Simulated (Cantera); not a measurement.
**Catalytic stagnation flow on Pt**

A jet of H2 : O2 : N2 = 0.032 : 0.13 : 0.79 (molar parts), equivalence ratio 0.12 at 300 K and 0.0543 atm hits a platinum plate 2.6 cm away at a mass flux of 0.023 kg/m²/s; the plate temperature is set and raised in steps from an oxygen-covered start.

Model: Deutschmann's 1995 Pt surface mechanism with GRI-Mech 3.0 gas chemistry, integrated in Cantera. Catalytic surfaces can have several steady states; this one follows from the mechanism file's or the stated starting coverage.

```tsv
plate T (K)	wall x H2	wall x O2	wall x H2O	wall x OH	θ free Pt	θ O*	θ OH*
700	0.00386	0.106	0.0560	<1e-8	0.0718	0.925	0.00283
750	0.00336	0.105	0.0566	<1e-8	0.0876	0.910	0.00226
800	0.00260	0.105	0.0578	<1e-8	0.121	0.877	0.00198
850	0.00195	0.104	0.0587	1.91e-8	0.171	0.827	0.00179
900	0.00151	0.104	0.0593	6.03e-8	0.232	0.767	0.00161
```
x: mole fraction at the wall; θ: surface coverage.
